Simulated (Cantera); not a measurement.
## Equilibrium for thermal oxidation and active oxidation of silicon: Si + CO2 + N2 + NH3

Feed: 1 mol Si, 0.048 mol CO2, 48 mol N2, 0.0052 mol NH3, held at 160 Pa.

These are equilibrium values from Cantera (NASA tables, ideal gas, pure condensed phases), not measurements of a reactor. Candidate condensed phases: C, C6H6, C7H8, C8H18, H2O, Si, SiC, SiO2, Si2N2O, Si3N4; 151 gas species. Mutual solubility and eutectic melting of coexisting phases are not modelled. The tables' values for SiN are old estimates; treat these amounts as uncertain. The numbers say what is thermodynamically allowed, not how fast it happens.

```json
[
 {"T (°C)": "777", "log p N2": "-2.80", "log p Si": "<-14", "log p SiO": "<-14", "log p CO": "-9.89", "log p Si2C": "<-14", "log p Si2N": "<-14", "log p H": "-11.38", "log p SiN": "<-14", "n C(graphite)": "0.0480", "n Si2N2O(s)": "0.0960", "n Si3N4(s)": "0.269", "n SiC(s)": "0", "n Si(l)": "0"},
 {"T (°C)": "877", "log p N2": "-2.80", "log p Si": "<-14", "log p SiO": "-12.73", "log p CO": "-8.46", "log p Si2C": "<-14", "log p Si2N": "<-14", "log p H": "-10.42", "log p SiN": "<-14", "n C(graphite)": "0.0479", "n Si2N2O(s)": "0.0959", "n Si3N4(s)": "0.269", "n SiC(s)": "0", "n Si(l)": "0"},
 {"T (°C)": "977", "log p N2": "-2.80", "log p Si": "-13.82", "log p SiO": "-10.61", "log p CO": "-7.27", "log p Si2C": "<-14", "log p Si2N": "<-14", "log p H": "-9.61", "log p SiN": "-14.55", "n C(graphite)": "0.0463", "n Si2N2O(s)": "0.0944", "n Si3N4(s)": "0.270", "n SiC(s)": "0", "n Si(l)": "0"},
 {"T (°C)": "1077", "log p N2": "-2.80", "log p Si": "-11.67", "log p SiO": "-8.81", "log p CO": "-6.70", "log p Si2C": "<-14", "log p Si2N": "-14.53", "log p H": "-8.91", "log p SiN": "-12.65", "n C(graphite)": "0", "n Si2N2O(s)": "0.0900", "n Si3N4(s)": "0.259", "n SiC(s)": "0.0420", "n Si(l)": "0"},
 {"T (°C)": "1177", "log p N2": "-2.80", "log p Si": "-9.83", "log p SiO": "-7.27", "log p CO": "-6.29", "log p Si2C": "-12.82", "log p Si2N": "-12.18", "log p H": "-8.32", "log p SiN": "-11.02", "n C(graphite)": "0", "n Si2N2O(s)": "0.0791", "n Si3N4(s)": "0.269", "n SiC(s)": "0.0326", "n Si(l)": "0"},
 {"T (°C)": "1277", "log p N2": "-2.80", "log p Si": "-8.22", "log p SiO": "-5.92", "log p CO": "-5.93", "log p Si2C": "-10.87", "log p Si2N": "-10.14", "log p H": "-7.80", "log p SiN": "-9.60", "n C(graphite)": "0", "n Si2N2O(s)": "0.0257", "n Si3N4(s)": "0.300", "n SiC(s)": "0.0130", "n Si(l)": "0"},
 {"T (°C)": "1377", "log p N2": "-2.80", "log p Si": "-6.82", "log p SiO": "-5.55", "log p CO": "-6.41", "log p Si2C": "-9.17", "log p Si2N": "-8.35", "log p H": "-7.35", "log p SiN": "-8.36", "n C(graphite)": "0", "n Si2N2O(s)": "0", "n Si3N4(s)": "0.291", "n SiC(s)": "0.0364", "n Si(l)": "0"},
 {"T (°C)": "1477", "log p N2": "-2.80", "log p Si": "-5.82", "log p SiO": "-5.53", "log p CO": "-6.65", "log p Si2C": "-7.92", "log p Si2N": "-7.28", "log p H": "-6.98", "log p SiN": "-7.51", "n C(graphite)": "0", "n Si2N2O(s)": "0", "n Si3N4(s)": "0", "n SiC(s)": "0.0408", "n Si(l)": "0.819"},
 {"T (°C)": "1577", "log p N2": "-2.80", "log p Si": "-5.19", "log p SiO": "-5.56", "log p CO": "-6.40", "log p Si2C": "-7.05", "log p Si2N": "-6.82", "log p H": "-6.68", "log p SiN": "-7.01", "n C(graphite)": "0", "n Si2N2O(s)": "0", "n Si3N4(s)": "0", "n SiC(s)": "0.0333", "n Si(l)": "0.667"},
 {"T (°C)": "1677", "log p N2": "-2.80", "log p Si": "-4.62", "log p SiO": "-5.60", "log p CO": "-6.20", "log p Si2C": "-6.28", "log p Si2N": "-6.42", "log p H": "-6.48", "log p SiN": "-6.56", "n C(graphite)": "0", "n Si2N2O(s)": "0", "n Si3N4(s)": "0", "n SiC(s)": "0.0125", "n Si(l)": "0.101"}
]
```
log p: log10 of the partial pressure in bar; n: condensed amount in mol.

From 777 °C to 977 °C the condensed part is C(graphite) + Si2N2O(s) + Si3N4(s). From 1077 °C to 1277 °C the condensed part is SiC(s) + Si2N2O(s) + Si3N4(s). At 1377 °C the condensed part is SiC(s) + Si3N4(s). From 1477 °C to 1677 °C the condensed part is Si(l) + SiC(s).
